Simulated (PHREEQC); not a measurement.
Solution A (0.26 mol H2SO4 per kg of water) is mixed with solution B (0.041 mol/kgw NaH2PO4 and 0.00031 mol/kgw K2HPO4) at 20 °C; shares are by mass of water, 1 kg in all. Oxygen is held at 0.21 atm. CO2 from the air is kept out. The run lets Mirabilite precipitate or redissolve, and no other solid.

Model: ion-association model, wateq4f.dat, run in PHREEQC.

```
share of solution B    pH  H2PO4- (mol/kgw)  HSO4- (mol/kgw)  H3PO4 (mol/kgw)  SO4-2 (mol/kgw)
-------------------  ----  ----------------  ---------------  ---------------  ---------------
0                    0.64                 0            0.228                0           0.0324
0.1                  0.69          0.000204            0.203          0.00393           0.0313
0.2                  0.74          0.000452            0.178          0.00781           0.0301
0.3                  0.80          0.000762            0.153           0.0116           0.0288
0.4                  0.87           0.00116            0.128           0.0154           0.0274
0.5                  0.96           0.00172            0.103           0.0189           0.0259
0.6                  1.06           0.00253           0.0789           0.0223           0.0242
0.7                  1.21           0.00387           0.0548           0.0251           0.0222
0.8                  1.42           0.00652           0.0314           0.0265           0.0195
0.9                  1.82            0.0138           0.0103           0.0233           0.0146
1                    4.93            0.0409                0          5.47e-5                0
```

H3PO4, which wateq4f.dat lacks, is added to it with the constant of phreeqc.dat.
